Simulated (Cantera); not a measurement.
An isothermal, constant-pressure homogeneous reactor starts with CO : O2 : H2O : N2 = 0.0022 : 0.042 : 0.022 : 1 (molar parts), equivalence ratio 0.026, at 1400 K and 5.00 bar. Integrator tolerance rtol = 1e-08.

Detailed kinetics in Cantera: GRI-Mech 3.0 (53 species, 325 reactions).

Q: What does this change do: temperature 1400 to 1000 K?

A: 
```json
[
 {"quantity": "x(CO) at 300 s", "before": "4.65e-9 (gas-phase equilibrium 4.66e-9)", "after": "<1e-12 (gas-phase equilibrium <1e-12)"},
 {"quantity": "x(O2) at 300 s", "before": "0.0384 (gas-phase equilibrium 0.0382)", "after": "0.0384 (gas-phase equilibrium 0.0384)"},
 {"quantity": "x(H2O) at 300 s", "before": "0.0207 (gas-phase equilibrium 0.0207)", "after": "0.0207 (gas-phase equilibrium 0.0207)"},
 {"quantity": "x(NO) at 300 s", "before": "1.19e-6 (gas-phase equilibrium 0.000339)", "after": "7.44e-11 (gas-phase equilibrium 1.47e-5)"},
 {"quantity": "x(H2O2) at 300 s", "before": "1.01e-9 (gas-phase equilibrium 1.01e-9)", "after": "2.62e-11 (gas-phase equilibrium 2.55e-11)"},
 {"quantity": "x(O) at 300 s", "before": "8.35e-8 (gas-phase equilibrium 8.33e-8)", "after": "1.43e-11 (gas-phase equilibrium 1.39e-11)"},
 {"quantity": "x(H2) at 300 s", "before": "2.14e-8 (gas-phase equilibrium 2.15e-8)", "after": "4.07e-12 (gas-phase equilibrium 4.15e-12)"}
]
```

Q: What does this change do: pressure from 5.00 bar to 10.0 bar?

A: 
```json
[
 {"quantity": "x(CO) at 300 s", "before": "4.65e-9 (gas-phase equilibrium 4.66e-9)", "after": "3.29e-9 (gas-phase equilibrium 3.30e-9)"},
 {"quantity": "x(O2) at 300 s", "before": "0.0384 (gas-phase equilibrium 0.0382)", "after": "0.0384 (gas-phase equilibrium 0.0382)"},
 {"quantity": "x(H2O) at 300 s", "before": "0.0207 (gas-phase equilibrium 0.0207)", "after": "0.0207 (gas-phase equilibrium 0.0207)"},
 {"quantity": "x(NO) at 300 s", "before": "1.19e-6 (gas-phase equilibrium 0.000339)", "after": "2.12e-6 (gas-phase equilibrium 0.000339)"},
 {"quantity": "x(H2O2) at 300 s", "before": "1.01e-9 (gas-phase equilibrium 1.01e-9)", "after": "1.43e-9 (gas-phase equilibrium 1.43e-9)"},
 {"quantity": "x(O) at 300 s", "before": "8.35e-8 (gas-phase equilibrium 8.33e-8)", "after": "5.90e-8 (gas-phase equilibrium 5.89e-8)"},
 {"quantity": "x(H2) at 300 s", "before": "2.14e-8 (gas-phase equilibrium 2.15e-8)", "after": "1.52e-8 (gas-phase equilibrium 1.52e-8)"}
]
```
